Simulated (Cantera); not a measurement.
Feed: 1 mol Si2Cl6, a varied amount of NH3, 23 mol H2, at 1198 K and 1000 Pa.

Points: n(NH3) (mol) = 0.3, 0.4, 0.53, 0.71, 0.95, 1.3, 1.7, 2.3, 3, 4, 5.4, 7.2, 9.5.

Cantera's Mixture.equilibrate('TP', solver="vcs", rtol=1e-11, max_steps=5000) on the NASA tables stopped like this:

```
ERROR: FAILURE its = 5001!

*******************************************************************************
CanteraError thrown by MultiPhase::equilibrate:
VCS solver failed. Return code: -1
*******************************************************************************
```

### Question
What got this run through?

### Answer
One answer among several that fit: The failure is numerical, not chemical. The same input converged with solver="gibbs", rtol=1e-10, max_steps=50000, and the result passed a check of the equilibrium conditions:
```
T = 1198 K  P = 1000 Pa  n(NH3) = 0.3 mol  gas = 25.84 mol
   x: H2 8.599e-01  HCL 9.076e-02  SiCL2 2.255e-02  SiCL4 1.612e-02  SiCL3 6.411e-03  SiHCL3 4.109e-03  SiH2CL2 1.369e-04  N2 2.678e-06  H 1.763e-06  SiH3CL 1.247e-06
   condensed (mol): Si(cr) 0.5003  Si3N4(a) 0.07497
T = 1198 K  P = 1000 Pa  n(NH3) = 0.4 mol  gas = 25.99 mol
   x: H2 8.605e-01  HCL 9.056e-02  SiCL2 2.244e-02  SiCL4 1.595e-02  SiCL3 6.361e-03  SiHCL3 4.078e-03  SiH2CL2 1.362e-04  N2 2.678e-06  H 1.763e-06  SiH3CL 1.245e-06
   condensed (mol): Si(cr) 0.4273  Si3N4(a) 0.09997
T = 1198 K  P = 1000 Pa  n(NH3) = 0.53 mol  gas = 26.19 mol
   x: H2 8.612e-01  HCL 9.029e-02  SiCL2 2.229e-02  SiCL4 1.574e-02  SiCL3 6.297e-03  SiHCL3 4.038e-03  SiH2CL2 1.354e-04  N2 2.678e-06  H 1.764e-06  SiH3CL 1.242e-06
   condensed (mol): Si(cr) 0.3325  Si3N4(a) 0.1325
T = 1198 K  P = 1000 Pa  n(NH3) = 0.71 mol  gas = 26.47 mol
   x: H2 8.622e-01  HCL 8.992e-02  SiCL2 2.208e-02  SiCL4 1.545e-02  SiCL3 6.209e-03  SiHCL3 3.984e-03  SiH2CL2 1.343e-04  N2 2.678e-06  H 1.765e-06  SiH3CL 1.238e-06
   condensed (mol): Si(cr) 0.2012  Si3N4(a) 0.1775
T = 1198 K  P = 1000 Pa  n(NH3) = 0.95 mol  gas = 26.83 mol
   x: H2 8.635e-01  HCL 8.944e-02  SiCL2 2.181e-02  SiCL4 1.507e-02  SiCL3 6.095e-03  SiHCL3 3.914e-03  SiH2CL2 1.329e-04  N2 2.678e-06  H 1.767e-06  SiH3CL 1.234e-06
   condensed (mol): Si(cr) 0.02601  Si3N4(a) 0.2375
T = 1198 K  P = 1000 Pa  n(NH3) = 1.3 mol  gas = 27.39 mol
   x: H2 8.557e-01  HCL 1.069e-01  SiCL2 1.467e-02  SiCL4 1.461e-02  SiCL3 4.921e-03  SiHCL3 3.146e-03  SiH2CL2 8.855e-05  N2 8.404e-06  H 1.759e-06
   condensed (mol): Si3N4(a) 0.3249
T = 1198 K  P = 1000 Pa  n(NH3) = 1.7 mol  gas = 28.1 mol
   x: H2 8.424e-01  HCL 1.317e-01  SiCL4 1.233e-02  SiCL2 8.024e-03  SiCL3 3.344e-03  SiHCL3 2.121e-03  SiH2CL2 4.770e-05  N2 3.977e-05  H 1.745e-06
   condensed (mol): Si3N4(a) 0.4244
T = 1198 K  P = 1000 Pa  n(NH3) = 2.3 mol  gas = 29.25 mol
   x: H2 8.186e-01  HCL 1.705e-01  SiCL4 6.005e-03  SiCL2 2.267e-03  SiCL3 1.241e-03  SiHCL3 7.756e-04  N2 5.999e-04  SiH2CL2 1.309e-05  H 1.720e-06
   condensed (mol): Si3N4(a) 0.5662
T = 1198 K  P = 1000 Pa  n(NH3) = 3 mol  gas = 30.66 mol
   x: H2 8.037e-01  HCL 1.864e-01  N2 7.254e-03  SiCL4 1.688e-03  SiCL2 5.236e-04  SiCL3 3.161e-04  SiHCL3 1.958e-04  SiH2CL2 2.969e-06  H 1.704e-06
   condensed (mol): Si3N4(a) 0.6388
T = 1198 K  P = 1000 Pa  n(NH3) = 4 mol  gas = 32.66 mol
   x: H2 7.980e-01  HCL 1.796e-01  N2 2.120e-02  SiCL4 7.231e-04  SiCL2 2.397e-04  SiCL3 1.400e-04  SiHCL3 8.641e-05  H 1.698e-06  SiH2CL2 1.350e-06
   condensed (mol): Si3N4(a) 0.6537
T = 1198 K  P = 1000 Pa  n(NH3) = 5.4 mol  gas = 35.47 mol
   x: H2 7.933e-01  HCL 1.671e-01  N2 3.895e-02  SiCL4 3.649e-04  SiCL2 1.390e-04  SiCL3 7.573e-05  SiHCL3 4.662e-05  H 1.693e-06
   condensed (mol): Si3N4(a) 0.6593
T = 1198 K  P = 1000 Pa  n(NH3) = 7.2 mol  gas = 39.07 mol
   x: H2 7.890e-01  HCL 1.524e-01  N2 5.826e-02  SiCL4 1.954e-04  SiCL2 8.895e-05  SiCL3 4.433e-05  SiHCL3 2.721e-05  H 1.689e-06
   condensed (mol): Si3N4(a) 0.662
T = 1198 K  P = 1000 Pa  n(NH3) = 9.5 mol  gas = 43.67 mol
   x: H2 7.847e-01  HCL 1.367e-01  N2 7.838e-02  SiCL4 1.050e-04  SiCL2 5.907e-05  SiCL3 2.648e-05  SiHCL3 1.621e-05  H 1.684e-06
   condensed (mol): Si3N4(a) 0.6637
```

The gas is ideal and each condensed phase is pure. The feed counts by its element totals alone. Mutual solubility and eutectic melting of coexisting phases are not modelled. The tables' values for SiCl3 are old estimates; treat these amounts as uncertain.
